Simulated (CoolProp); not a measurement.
Dodecamethylpentasiloxane (MD3M) at several states: fugacity coefficient from the reference equation and from simpler models built on Tc = 628.0 K, pc = 0.9540 MPa, ω = 0.730; each cubic takes its own stable root.

Values from CoolProp's reference Helmholtz-energy equation of state, Thol 2019.

```json
[
 {"T (K)": "555.4", "p (MPa)": "0.0639", "phase": "gas", "reference": "0.9594", "van der Waals": "0.9734", "Redlich-Kwong": "0.9678", "Soave-Redlich-Kwong": "0.9631", "Peng-Robinson": "0.9604"},
 {"T (K)": "211.2", "p (MPa)": "0.0168", "phase": "liquid", "reference": "1.460e-9", "van der Waals": "0.06052", "Redlich-Kwong": "6.374e-5", "Soave-Redlich-Kwong": "[?]", "Peng-Robinson": "1.120e-8"},
 {"T (K)": "298.5", "p (MPa)": "0.835", "phase": "liquid", "reference": "9.368e-6", "van der Waals": "[?]", "Redlich-Kwong": "[?]", "Soave-Redlich-Kwong": "[?]", "Peng-Robinson": "[?]"},
 {"T (K)": "296.6", "p (MPa)": "0.022", "phase": "liquid", "reference": "0.0002578", "van der Waals": "0.7871", "Redlich-Kwong": "0.04293", "Soave-Redlich-Kwong": "0.0003274", "Peng-Robinson": "[?]"},
 {"T (K)": "585.4", "p (MPa)": "1.93", "phase": "liquid", "reference": "0.2366", "van der Waals": "0.3629", "Redlich-Kwong": "0.3042", "Soave-Redlich-Kwong": "[?]", "Peng-Robinson": "0.2417"}
]
```

Task: Complete the blanks.

Result: 
- 211.2, Soave-Redlich-Kwong: 4.775e-9
- 298.5, van der Waals: 0.02834
- 298.5, Redlich-Kwong: 0.001492
- 298.5, Soave-Redlich-Kwong: 1.210e-5
- 298.5, Peng-Robinson: 1.627e-5
- 296.6, Peng-Robinson: 0.0004516
- 585.4, Soave-Redlich-Kwong: 0.2545
